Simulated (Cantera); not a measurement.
Charge: 1 mol Si, 0.31 mol CO2, 220 mol N2, equilibrated at 30.0 Pa.

Cantera equilibrium calculation (NASA polynomials, part measured and part estimated; ideal gas, pure solids and liquids). Candidate condensed phases: C, Si, SiC, SiO2, Si2N2O, Si3N4; 34 gas species. N2 is the only nitrogen source here; it is nearly inert below about 1500 K, so the nitride shown seldom forms there in practice. Mutual solubility and eutectic melting of coexisting phases are not modelled. Equilibrium is a limit: real reactors are often held back by kinetics, nucleation or transport.

Question: At 1125 °C, list the 3 most abundant gas species with their mole fractions, and the condensed phases.

Answer: N2 0.999, CO 0.000806, SiO 8.42e-5. Condensed: SiC(s) + Si2N2O(s).
